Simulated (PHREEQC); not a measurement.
A PHREEQC speciation (ion-association model, wateq4f.dat) at 27 °C gives pH 2.74 and these molalities:

```csv
species,mol/kgw
SO4-2,0.0209
Zn+2,0.0193
ZnSO4,0.0139
HF,0.00752
Mn+2,0.00536
F-,0.00354
MnSO4,0.00299
Zn(SO4)2-2,0.00238
H+,0.00222
HSO4-,0.00186
ZnF+,0.000386
H2F2,0.000140
HF2-,0.000106
MnF+,5.10e-5
```

### Question
What are the element totals, and what could have been dissolved in 1 kg of water to give them?

### Answer
This is not unique; one that fits is totals F 0.0120, Mn(2) 0.00840, S(6) 0.0444, Zn 0.0360 mol/kgw, from 0.012 mol HF, 0.036 mol ZnSO4 and 0.0084 mol MnSO4 per kg of water.

This is a speciation only: nothing precipitates in the calculation.
